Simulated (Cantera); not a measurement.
An isothermal, constant-pressure homogeneous reactor starts with CH₄ : N₂ = 7.6 : 1.8 (molar parts), at 1250 K and 760 Torr.

Computed with Cantera and GRI-Mech 3.0 (53 species, 325 reactions). GRI-Mech 3.0 stops at C3 and has no aromatics, soot or wall deposition, so with more carbon than oxygen in the feed, carbon stays in small species such as C2H2 where larger ones or solid carbon would form.

**Question.** Predict: x(CH₄) at 50.0 s; x(CH₃) at 50.0 s; x(H₂) at 50.0 s; x(C₂H₆) at 50.0 s; x(C₂H₂) at 50.0 s.

**Answer.** 
| Quantity | Result |
|---|---|
| x(CH₄) at 50.0 s | 0.673 (gas-phase equilibrium 0.494) |
| x(CH₃) at 50.0 s | 6.50e-6 (gas-phase equilibrium 9.35e-6) |
| x(H₂) at 50.0 s | 0.107 (gas-phase equilibrium 0.244) |
| x(C₂H₆) at 50.0 s | 0.000356 (gas-phase equilibrium 0.00103) |
| x(C₂H₂) at 50.0 s | 0.0245 (gas-phase equilibrium 0.0348) |
